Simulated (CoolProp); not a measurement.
Vapour-liquid equilibrium of fluoroethane (R161) (1) + R227EA (2) at 311.2 K; x and y are mole fractions of (1).

The numbers come from the multi-fluid Helmholtz-energy mixture model, Wu 2012 and Lemmon 2016; pair parameters Bell 2016 in CoolProp.

| x | bubble pressure, mixture model (MPa) | bubble pressure, Raoult's law (MPa) | y, mixture model | y, Raoult's law |
|---|---|---|---|---|
| 0.05 | [?] | 0.6973 | 0.055 | 0.093 |
| 0.15 | 0.6866 | 0.7607 | 0.183 | 0.256 |
| 0.25 | [?] | 0.8241 | 0.322 | 0.394 |
| 0.35 | 0.7717 | 0.8875 | [?] | 0.513 |
| 0.45 | 0.8355 | 0.9509 | 0.584 | 0.615 |
| 0.55 | 0.9095 | 1.014 | [?] | 0.705 |
| 0.65 | 0.9905 | 1.078 | 0.783 | 0.784 |
| 0.75 | 1.076 | 1.141 | 0.859 | 0.854 |
| 0.85 | [?] | 1.205 | 0.922 | 0.917 |
| 0.95 | 1.254 | 1.268 | 0.976 | 0.974 |

Task: Complete the blanks.

Result: 
- 0.05, bubble pressure, mixture model (MPa): 0.6686
- 0.25, bubble pressure, mixture model (MPa): 0.7213
- 0.35, y, mixture model: 0.459
- 0.55, y, mixture model: 0.693
- 0.85, bubble pressure, mixture model (MPa): 1.164

The largest gap from Raoult's law is -13.0 % in bubble pressure, at x = 0.35. No azeotrope shows between x = 0.05 and 0.95.

Pair parameters are fitted to limited data, so mixtures are less certain than the pure fluids.
